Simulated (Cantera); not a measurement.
## Equilibrium for fluorocarbon and chlorocarbon gases: CHF3 + H2

Feed: 1 mol CHF3, 0.18 mol H2, equilibrated at 22.0 Pa.

These are equilibrium values from Cantera (NASA tables, ideal gas, pure condensed phases), not measurements of a reactor. Candidate condensed phases: C, C6H6, C7H8, C8H18; 95 gas species. The numbers say what is thermodynamically allowed, not how fast it happens.

From 2425 K to 2725 K the condensed part is C(graphite). From 2800 K to 3250 K nothing is condensed. The main C-bearing gas is CF at 2425 K and C at 3250 K.

| T (K) | x F | x HF | x H | x C | x C3 | x CF | x C2 | x CF2 | n C(graphite) |
|---|---|---|---|---|---|---|---|---|---|
| 2425 | 0.517 | 0.455 | 0.00219 | 0.000261 | 0.000678 | 0.0133 | 6.16e-5 | 0.0115 | 0.919 |
| 2500 | 0.520 | 0.447 | 0.00516 | 0.000756 | 0.00226 | 0.0170 | 0.000208 | 0.00678 | 0.905 |
| 2575 | 0.519 | 0.434 | 0.0115 | 0.00206 | 0.00701 | 0.0212 | 0.000655 | 0.00405 | 0.848 |
| 2650 | 0.513 | 0.407 | 0.0239 | 0.00529 | 0.0203 | 0.0258 | 0.00193 | 0.00244 | 0.687 |
| 2725 | 0.494 | 0.354 | 0.0453 | 0.0129 | 0.0556 | 0.0303 | 0.00535 | 0.00144 | 0.235 |
| 2800 | 0.497 | 0.297 | 0.0763 | 0.0233 | 0.0675 | 0.0286 | 0.00847 | 0.000733 | 0 |
| 2875 | 0.516 | 0.238 | 0.115 | 0.0366 | 0.0583 | 0.0250 | 0.0105 | 0.000369 | 0 |
| 2950 | 0.533 | 0.176 | 0.155 | 0.0547 | 0.0472 | 0.0214 | 0.0123 | 0.000187 | 0 |
| 3025 | 0.546 | 0.121 | 0.189 | 0.0778 | 0.0350 | 0.0177 | 0.0134 | 9.35e-5 | 0 |
| 3100 | 0.553 | 0.0780 | 0.214 | 0.104 | 0.0232 | 0.0141 | 0.0134 | 4.54e-5 | 0 |
| 3175 | 0.555 | 0.0487 | 0.230 | 0.130 | 0.0133 | 0.0106 | 0.0119 | 2.13e-5 | 0 |
| 3250 | 0.556 | 0.0301 | 0.239 | 0.152 | 0.00651 | 0.00759 | 0.00947 | 9.64e-6 | 0 |
x: gas mole fraction; n: condensed amount in mol.
